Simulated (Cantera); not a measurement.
## Premixed flame

A freely propagating, adiabatic, planar premixed flame of 19.3 % H₂, 16.9 % O₂, 63.7 % N₂, equivalence ratio 0.57, unburnt at 325 K and 0.133 bar; mixture-averaged transport, grid criteria slope 0.08 and curve 0.16, no radiation.

Computed with Cantera and the H2/O2 subset of GRI-Mech 3.0, which has no nitrogen chemistry. Burning velocities carry a grid error of a few per cent, more on coarse grids. Lean hydrogen flames are cellular in practice and burn faster than this planar one.

```
z (mm)  T (K)  u (m/s)     x H₂    x O₂    x H₂O       x O    x HO₂   x H₂O₂
------  -----  -------  -------  ------  -------  --------  -------  -------
-13.6     325     1.13    0.193   0.169    <1e-8     <1e-8    <1e-8    <1e-8
-9.06     325     1.13    0.193   0.169    <1e-8     <1e-8    <1e-8    <1e-8
-6.79     325     1.13    0.193   0.169  3.70e-8     <1e-8    <1e-8    <1e-8
-4.53     325     1.13    0.192   0.170  1.71e-6     <1e-8  1.25e-7  2.09e-8
-2.26     354     1.21    0.178   0.172  0.00130   1.76e-6  8.02e-5  1.58e-5
-1.13     612     2.03    0.138   0.167   0.0256  0.000110  6.41e-5  2.08e-5
0         959     3.11   0.0743   0.139   0.0880   0.00269  2.54e-5  1.18e-6
1.13     1202     3.88   0.0259   0.102    0.152   0.00809  1.44e-5  1.34e-6
2.26     1331     4.28   0.0128  0.0884    0.175   0.00998  1.05e-5  1.13e-6
4.53     1460     4.67  0.00956  0.0838    0.185   0.00902  7.87e-6  6.76e-7
9.06     1579     5.01  0.00724  0.0818    0.193   0.00663  5.77e-6  3.41e-7
18.1     1672     5.28  0.00453  0.0809    0.200   0.00402  3.88e-6  1.77e-7
36.2     1732     5.45  0.00229  0.0808    0.205   0.00200  2.26e-6  9.77e-8
```
x: mole fraction of selected species; z is measured from the peak of heat release.

| Property | Result |
|---|---|
| laminar burning velocity | 113 cm/s |
| thermal thickness | 4.53 mm |
| peak x(O) | 0.0100 |
| peak x(HO₂) | 0.000120 |
| peak x(H₂O₂) | 3.29e-5 |
| grid points | 107 |
